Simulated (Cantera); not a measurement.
A freely propagating, adiabatic, planar premixed flame of H₂ : O₂ : N₂ = 1 : 0.385 : 1.38 (molar parts), equivalence ratio 1.3, unburnt at 475 K and 90.0 Torr; multicomponent transport, grid criteria slope 0.08 and curve 0.16, no radiation.

Cantera simulation using the H2/O2 subset of GRI-Mech 3.0, which has no nitrogen chemistry; the numbers are that mechanism's predictions, not measurements. Burning velocities carry a grid error of a few per cent, more on coarse grids.

x: mole fraction of selected species; z is measured from the peak of heat release.

| z (mm) | T (K) | u (m/s) | x H₂ | x O₂ | x O | x H₂O | x OH | x H₂O₂ |
|---|---|---|---|---|---|---|---|---|
| -19.8 | 475 | 4.45 | 0.362 | 0.139 | <1e-8 | <1e-8 | <1e-8 | <1e-8 |
| -13.2 | 475 | 4.45 | 0.362 | 0.139 | <1e-8 | <1e-8 | <1e-8 | <1e-8 |
| -9.90 | 475 | 4.45 | 0.362 | 0.139 | <1e-8 | <1e-8 | <1e-8 | <1e-8 |
| -6.60 | 475 | 4.45 | 0.362 | 0.139 | <1e-8 | <1e-8 | <1e-8 | <1e-8 |
| -3.30 | 481 | 4.49 | 0.361 | 0.139 | 4.00e-6 | 0.000275 | 2.51e-5 | 1.21e-6 |
| -1.65 | 641 | 5.94 | 0.339 | 0.134 | 0.000152 | 0.0132 | 0.000410 | 3.20e-6 |
| 0 | 1080 | 9.65 | 0.189 | 0.0845 | 0.00636 | 0.120 | 0.00263 | 4.58e-7 |
| 1.65 | 1362 | 12.0 | 0.0826 | [?] | 0.0107 | 0.234 | [?] | [?] |
| 3.30 | 1474 | 12.9 | 0.0784 | 0.0159 | 0.0106 | 0.247 | 0.00881 | 4.83e-7 |
| 6.60 | [?] | 13.9 | 0.0834 | [?] | 0.00998 | 0.252 | [?] | [?] |
| 13.2 | 1751 | 15.0 | 0.0882 | 0.0115 | 0.00876 | 0.259 | 0.0130 | 1.81e-7 |
| 26.4 | 1905 | 16.2 | 0.0916 | 0.00897 | 0.00700 | 0.268 | 0.0144 | 9.38e-8 |
| 52.8 | 2057 | 17.2 | 0.0934 | 0.00644 | 0.00502 | 0.279 | 0.0146 | 5.10e-8 |

### Question
Some entries are withheld; supply them.

### Answer

- 1.65, x O₂: 0.0224
- 1.65, x OH: 0.00685
- 1.65, x H₂O₂: 5.65e-7
- 6.60, T (K): 1604
- 6.60, x O₂: 0.0138
- 6.60, x OH: 0.0109
- 6.60, x H₂O₂: 3.28e-7
